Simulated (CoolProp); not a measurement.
Model: reference Helmholtz-energy equation of state, Outcalt 1996, in CoolProp. It is a modified Benedict-Webb-Rubin equation, recast in Helmholtz form.

Task: Give the vapour pressure (MPa), enthalpy of vaporisation (kJ/kg), liquid cp (kJ/(kg K)), liquid conductivity (mW/(m K)) of saturated R152A at 252.8, 268.7, 278.3 K.

Result: 
```json
[
 {"T (K)": "252.8", "p (MPa)": "0.119", "enthalpy of vaporisation (kJ/kg)": "327", "liquid cp (kJ/(kg K))": "1.63", "liquid conductivity (mW/(m K))": "122"},
 {"T (K)": "268.7", "p (MPa)": "0.224", "enthalpy of vaporisation (kJ/kg)": "312", "liquid cp (kJ/(kg K))": "1.68", "liquid conductivity (mW/(m K))": "115"},
 {"T (K)": "278.3", "p (MPa)": "0.316", "enthalpy of vaporisation (kJ/kg)": "302", "liquid cp (kJ/(kg K))": "1.72", "liquid conductivity (mW/(m K))": "110"}
]
```

Thermal conductivity comes from a separate model (Krauss 1996).
